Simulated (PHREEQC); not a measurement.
A solution holds 0.047 mmol/kgw Ca(HCO3)2 and 0.21 mmol/kgw NaF, at 20 °C. Closed to the air; pH follows from the charge balance.

Model: ion-association model, phreeqc.dat, run in PHREEQC.

| quantity | before | after |
|---|---|---|
| pH | 8.14 | 9.73 |
| ionic strength (mol/kgw) | 0.000351 | 0.000313 |
| CO2 (mol/kgw) | 1.57e-6 | 1.65e-8 |
| CO3-2 (mol/kgw) | 5.70e-7 | 9.15e-6 |
| NaF (mol/kgw) | 2.43e-8 | 2.44e-8 |
| NaHCO3 (mol/kgw) | 1.07e-8 | 4.41e-9 |

Task: Which change was made?
A) Ca(HCO3)2 from 4.7e-05 to 7.05e-05 mol/kgw
B) Ca(HCO3)2 replaced by Li2CO3 at the same molality
C) 8.8e-05 mol/kgw LiOH added
D) NaF from 0.00021 to 0.0021 mol/kgw
E) Ca(HCO3)2 from 4.7e-05 to 4.7e-06 mol/kgw

Result: B, Ca(HCO3)2 replaced by Li2CO3 at the same molality

No solid was allowed to form.
